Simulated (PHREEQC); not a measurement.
Dissolve 0.55 mol H2SO4 and 0.0079 mol K2SO4 per kg of water at 19 °C. Closed to the air; pH follows from the charge balance.

Computed with PHREEQC (Pitzer model, pitzer.dat).

### Question
The ionic strength comes out as 0.837 mol/kgw. What activity coefficients do H+, SO4-2, K+, HSO4- get?

### Answer
H+ 0.84, SO4-2 0.046, K+ 0.68, HSO4- 0.71. Single-ion values are on the MacInnes scale.

Precipitation was switched off in this run.
